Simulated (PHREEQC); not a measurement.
# Metal-bearing waste water (model solution)

Consider water at 84 °C with 0.0026 mol CdCl2, 5.2e-05 mol ZnCl2 and 4.8e-05 mol NaF per kg of water. Closed to the air; pH follows from the charge balance.

Equilibrium calculation in PHREEQC: ion-association model, wateq4f.dat.

Each row changes one thing in this solution. This is a speciation only: nothing precipitates in the calculation.

```csv
case,pH,ionic strength (mol/kgw),Cl- (mol/kgw)
as made,5.62,0.00661,0.00460
0.00015 mol/kgw NaOH added,7.37,0.00653,0.00462
ZnCl2 replaced by PbCl2 at the same molality,5.66,0.00659,0.00459
NaF left out,5.59,0.00656,0.00460
CdCl2 from 0.0026 to 0.00026 mol/kgw,5.81,0.000952,0.000609
CdCl2 left out,5.85,0.000202,0.000104
ZnCl2 from 5.2e-05 to 0.000104 mol/kgw,5.58,0.00674,0.00470
0.00026 mol/kgw Cs2CO3 added,7.66,0.00670,0.00464
ZnCl2 replaced by ZnBr2 at the same molality,5.62,0.00661,0.00451
```

Species that the database lacks are ignored. Some of these states are supersaturated (in Zincite(c) (slow to form), Pb(OH)2, Otavite, for instance). Away from 25 °C the constants follow the database's enthalpies or fits; those with neither stay at their 25 °C values.
